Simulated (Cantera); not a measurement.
Source: NASA polynomial tables (part measured, part estimated), evaluated in Cantera. Values are per mole of reaction as written; species without (g) are pure solids or liquids, kept so even where they would boil at 1 bar.

4 Fe(OH)₃ + 3 N₂(g) ⇌ 12 H(g) + 4 Fe + 6 NO₂(g), with ΔH° = 6151.8 kJ and ΔS° = 1934.0 J/K at 300 K.

Problem. How far is the shortcut ΔG° ≈ ΔH°(300 K) − T·ΔS°(300 K) from the full temperature-dependent value at 673, 698, 723, 748, 773 K?

Solution. 
| T (K) | shortcut (kJ) | full (kJ) | difference (kJ) | difference in log10 K |
|---|---|---|---|---|
| 673 | 4850.1 | 4842.3 | 7.9 | -0.61 |
| 698 | 4801.8 | 4793.3 | 8.5 | -0.64 |
| 723 | 4753.4 | 4744.2 | 9.2 | -0.67 |
| 748 | 4705.1 | 4695.2 | 9.9 | -0.69 |
| 773 | 4656.7 | 4646.2 | 10.5 | -0.71 |
The shortcut ignores the heat-capacity change of the reaction.
